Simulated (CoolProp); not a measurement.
A simple Rankine cycle with water: condensing at 297.15 K, boiler at 0.359 MPa, turbine inlet 427.9 K, turbine efficiency 0.8, pump efficiency 0.7, no recuperator. Each further row changes one setting.

Computed with CoolProp (reference Helmholtz-energy equation of state, Wagner 2002).

```tsv
case	thermal efficiency (%)	net work (kJ/kg)	heat in (kJ/kg)	turbine exit temperature (K)	volume ratio over the turbine
as stated	20.6	550	2670	297.1	74.4
turbine inlet 447.9 K	20.7	561	2710	297.1	71.7
condensing temperature 289.15 K	22.0	593	2700	289.1	117
boiler pressure 0.251 MPa	19.2	513	2670	297.1	52.6
turbine efficiency 0.7	18.0	481	2670	297.1	76.8
```

The expansion ends wet for: as stated; turbine inlet 447.9 K; condensing temperature 289.15 K; boiler pressure 0.251 MPa; turbine efficiency 0.7.
